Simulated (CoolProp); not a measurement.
Vapour-liquid equilibrium of benzene (1) + octamethylcyclotetrasiloxane (D4) (2) at 343 K; x and y are mole fractions of (1).

Model: multi-fluid Helmholtz-energy mixture model, Thol 2012 and Thol 2015; pair parameters Bell 2016, in CoolProp.

```json
[
 {"x": "0.05", "bubble pressure, mixture model (kPa)": "5.252", "bubble pressure, Raoult's law (kPa)": "5.726", "y, mixture model": "0.605", "y, Raoult's law": "0.639"},
 {"x": "0.2", "bubble pressure, mixture model (kPa)": "16.16", "bubble pressure, Raoult's law (kPa)": "16.37", "y, mixture model": "0.892", "y, Raoult's law": "0.894"},
 {"x": "0.35", "bubble pressure, mixture model (kPa)": "27.52", "bubble pressure, Raoult's law (kPa)": "27.02", "y, mixture model": "0.948", "y, Raoult's law": "0.948"},
 {"x": "0.5", "bubble pressure, mixture model (kPa)": "38.03", "bubble pressure, Raoult's law (kPa)": "37.67", "y, mixture model": "0.970", "y, Raoult's law": "0.971"},
 {"x": "0.65", "bubble pressure, mixture model (kPa)": "47.96", "bubble pressure, Raoult's law (kPa)": "48.32", "y, mixture model": "0.983", "y, Raoult's law": "0.984"},
 {"x": "0.8", "bubble pressure, mixture model (kPa)": "58.24", "bubble pressure, Raoult's law (kPa)": "58.96", "y, mixture model": "0.992", "y, Raoult's law": "0.993"},
 {"x": "0.95", "bubble pressure, mixture model (kPa)": "69.42", "bubble pressure, Raoult's law (kPa)": "69.61", "y, mixture model": "0.998", "y, Raoult's law": "0.998"}
]
```

The largest gap from Raoult's law is -8.3 % in bubble pressure, at x = 0.05. No azeotrope shows between x = 0.05 and 0.95.

Pair parameters are fitted to limited data, so mixtures are less certain than the pure fluids. The gap from Raoult's law changes sign with composition, which may be real or a fault of the pair parameters; it wasn't checked against measurements.
